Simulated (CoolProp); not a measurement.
Aqueous magnesium chloride as a coolant, 29 % by mass, freezing at -86.3 °C, 1 atm.

Model: Melinder's fits for secondary coolants, in CoolProp.

```csv
T (°C),Prandtl number,cp (kJ/(kg K)),density (kg/m³),viscosity (mPa s)
-5.3,52500,2.680,1315,8350
-2,36900,2.676,1311,6020
1.3,26400,2.672,1307,4400
4.6,19100,2.667,1303,3270
8,14000,2.660,1299,2450
11.3,10600,2.653,1295,1890
14.6,8160,2.645,1291,1490
17.9,6430,2.635,1287,1200
21.3,5160,2.623,1284,986
24.6,4280,2.610,1280,836
27.9,3650,2.595,1278,728
31.2,3200,2.579,1275,652
34.6,2880,2.559,1273,602
```
